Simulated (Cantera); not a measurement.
Cantera run, input and output.

```python
import numpy as np
import cantera as ct

gas = ct.Solution("gri30.yaml")
gas.TPX = 2100, 16000, {'NO': 1, 'N2': 2.5}
reactor = ct.IdealGasConstPressureReactor(gas, energy="off", clone=False)
net = ct.ReactorNet([reactor])
net.rtol, net.atol = 1e-08, 1e-18
show = ['NO', 'N2O', 'N2', 'NO2', 'O2', 'O']
times = np.geomspace(0.0001, 30, 11)

steps = ct.SolutionArray(gas, extra=["t"])
rows = []
print(f"{'t/s':>10s}{'T/K':>9s}{'P/Pa':>11s}" + "".join(f"{s:>11s}" for s in show))
for t in times:
    while net.time < t:
        t_next = net.step()
        steps.append(gas.state, t=t_next)
    rows.append([np.interp(t, steps.t, y) for y in (steps.T, steps.P, *steps(*show).X.T)])
    print(f"{t:10.3e}{rows[-1][0]:9.1f}{rows[-1][1]:11.4g}" + "".join(f"{x:11.3e}" for x in rows[-1][2:]))
rate = np.gradient(steps.T, steps.t)
print("integrator steps:", len(steps.t))
if steps.T.max() > steps.T[0] + 200:
    print(f"time of steepest temperature rise: {steps.t[rate.argmax()]:.4e} s")
gas.TPX = 2100, 16000, {'NO': 1, 'N2': 2.5}
gas.equilibrate("TP")
print(f"equilibrium (TP): T = {gas.T:.1f} K  " + "  ".join(f"{s} {gas[s].X[0]:.3e}" for s in show))
```

Output:

```
       t/s      T/K       P/Pa         NO        N2O         N2        NO2         O2          O
 1.000e-04   2100.0    1.6e+04  2.857e-01  2.920e-06  7.143e-01  6.857e-08  1.682e-08  3.071e-06
 3.529e-04   2100.0    1.6e+04  2.857e-01  9.409e-06  7.143e-01  6.199e-07  2.182e-07  1.135e-05
 1.246e-03   2100.0    1.6e+04  2.856e-01  2.457e-05  7.143e-01  3.898e-06  3.257e-06  4.632e-05
 4.397e-03   2100.0    1.6e+04  2.853e-01  3.809e-05  7.144e-01  1.581e-05  5.892e-05  1.762e-04
 1.552e-02   2100.0    1.6e+04  2.840e-01  3.755e-05  7.150e-01  2.600e-05  6.367e-04  3.008e-04
 5.477e-02   2100.0    1.6e+04  2.790e-01  3.580e-05  7.175e-01  3.059e-05  3.099e-03  3.495e-04
 1.933e-01   2100.0    1.6e+04  2.600e-01  3.009e-05  7.269e-01  4.193e-05  1.255e-02  4.854e-04
 6.823e-01   2100.0    1.6e+04  1.893e-01  1.490e-05  7.621e-01  5.375e-05  4.767e-02  8.050e-04
 2.408e+00   2100.0    1.6e+04  5.132e-02  1.153e-06  8.310e-01  2.246e-05  1.165e-01  1.201e-03
 8.500e+00   2100.0    1.6e+04  9.193e-03  2.005e-07  8.520e-01  4.369e-06  1.375e-01  1.297e-03
 3.000e+01   2100.0    1.6e+04  8.420e-03  1.957e-07  8.524e-01  4.007e-06  1.379e-01  1.298e-03
integrator steps: 979
equilibrium (TP): T = 2100.0 K  NO 8.420e-03  N2O 1.957e-07  N2 8.524e-01  NO2 4.007e-06  O2 1.379e-01  O 1.298e-03
```

Computed with Cantera and GRI-Mech 3.0 (53 species, 325 reactions).
